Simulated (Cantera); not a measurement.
A perfectly stirred reactor is fed with 2.33 % CH₄, 97.7 % N₂, at 20.0 Torr; it is held at 1425 K, and followed from long to short residence time.

Model: GRI-Mech 3.0 (53 species, 325 reactions), integrated in Cantera. GRI-Mech 3.0 stops at C3 and has no aromatics, soot or wall deposition, so with more carbon than oxygen in the feed, carbon stays in small species such as C2H2 where larger ones or solid carbon would form. Radical loss at walls, strong at low pressure, is not modelled.

**Question.** Predict: x(CH₄) at τ = 8.80 s; x(H) at τ = 8.80 s; x(C₂H₂) at τ = 8.80 s; x(C₂H₆) at τ = 8.80 s; x(C₂H₄) at τ = 8.80 s; x(CH₄) at τ = 17.0 ms; x(H) at τ = 17.0 ms; x(C₂H₆) at τ = 17.0 ms; x(C₂H₄) at τ = 17.0 ms.

**Answer.** 
```json
{
  "x(CH₄) at τ = 8.80 s": "0.0186",
  "x(H) at τ = 8.80 s": "1.03e-6",
  "x(C₂H₂) at τ = 8.80 s": "0.00200",
  "x(C₂H₆) at τ = 8.80 s": "9.64e-6",
  "x(C₂H₄) at τ = 8.80 s": "0.000238",
  "x(CH₄) at τ = 17.0 ms": "0.0233",
  "x(H) at τ = 17.0 ms": "4.23e-9",
  "x(C₂H₆) at τ = 17.0 ms": "1.92e-9",
  "x(C₂H₄) at τ = 17.0 ms": "2.41e-9"
}
```
